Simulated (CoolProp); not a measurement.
A Linde-Hampson liquefier for ethylene: isothermal reversible compression at 320 K from 1 atm to 25 MPa, throttling to 1 atm, return gas leaving the recuperator 5 K below the feed. Each further row changes one setting.

Values from CoolProp's reference Helmholtz-energy equation of state, Smukala 2000.

| case | liquid yield per pass | compression work (kJ/kg of gas) |
|---|---|---|
| as stated | [?] | 432 |
| high pressure 50 MPa | [?] | [?] |
| warm-end temperature 350 K | [?] | [?] |
| warm-end gap 10 K | 0.412 | 432 |

### Question
What belongs in the gaps?

### Answer

- as stated, liquid yield per pass: 0.419
- high pressure 50 MPa, liquid yield per pass: 0.414
- high pressure 50 MPa, compression work (kJ/kg of gas): 491
- warm-end temperature 350 K, liquid yield per pass: 0.341
- warm-end temperature 350 K, compression work (kJ/kg of gas): 498
